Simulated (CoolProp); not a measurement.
50 sccm (0 °C, 1 atm) of nitrogen bubbles through liquid toluene at 323.5 K and leaves saturated at a total pressure of 0.15 MPa (ideal gas phase). Each further row changes one setting.

Values from CoolProp's reference Helmholtz-energy equation of state, Lemmon 2006. It is a short technical equation, of lower accuracy than the large ones.

```json
[
 {"case": "as stated", "vapour pressure (kPa)": "12.5", "mole fraction of vapour": "0.0832", "delivery (mg/min)": "…", "delivery (sccm)": "4.53", "change of delivery for a bath 1 K warmer (%)": "4.7"},
 {"case": "bath temperature 328.5 K", "vapour pressure (kPa)": "…", "mole fraction of vapour": "0.102", "delivery (mg/min)": "…", "delivery (sccm)": "…", "change of delivery for a bath 1 K warmer (%)": "4.7"},
 {"case": "total pressure 0.3 MPa", "vapour pressure (kPa)": "12.5", "mole fraction of vapour": "0.0416", "delivery (mg/min)": "…", "delivery (sccm)": "…", "change of delivery for a bath 1 K warmer (%)": "4.5"}
]
```

Question: What belongs in the gaps?

Answer: 
- as stated, delivery (mg/min): 18.6
- bath temperature 328.5 K, vapour pressure (kPa): 15.4
- bath temperature 328.5 K, delivery (mg/min): 23.5
- bath temperature 328.5 K, delivery (sccm): 5.71
- total pressure 0.3 MPa, delivery (mg/min): 8.92
- total pressure 0.3 MPa, delivery (sccm): 2.17
